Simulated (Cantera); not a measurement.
Input: 1 mol Al, 7.3 mol Cl2, 0.29 mol H2, equilibrated at 1150 K and 0.00750 Torr.

Method: chemical equilibrium by Gibbs-energy minimisation in Cantera with the NASA 1993 tables (ideal gas, pure condensed phases). Candidate condensed phases: Al, AlCl3; 12 gas species. Rates play no part.

Base state: Cl 0.500, Cl2 0.333, AlCl3 0.106, HCl 0.0613 (mole fractions); condensed: gas only.

Task: What changes in the equilibrium state with this change: temperature from 1150 K to 1498 K?

Result: 
| species | before | after |
|---|---|---|
| Cl | 0.500 | 0.872 |
| AlCl3 | 0.106 | 0.0793 |
| HCl | 0.0613 | 0.0461 |
| Cl2 | 0.333 | 0.00229 |
| AlCl2 | 2.06e-8 | 0.000266 |
The tables' values for AlCl2 are old estimates; treat these amounts as uncertain.
